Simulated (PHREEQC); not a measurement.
Dissolve 0.18 mol NaNO3 and 0.016 mol KOH per kg of water at 40 °C. Closed to the air; pH follows from the charge balance.

Computed with PHREEQC (ion-association model, phreeqc.dat).

```yaml
pH: 11.59
ionic_strength: 0.196 mol/kgw
activity_of_water: 0.993
specific_conductance: 28000 µS/cm
density: 1.003 g/cm³
total_alkalinity: 16.0 meq/kg
```

```
species  molality  activity   log γ
-------  --------  --------  ------
NO3-        0.180     0.124  -0.161
Na+         0.180     0.134  -0.129
OH-        0.0160    0.0112  -0.153
K+         0.0160    0.0113  -0.150
```

Precipitation was switched off in this run. Constants without temperature data keep their 25 °C values here.
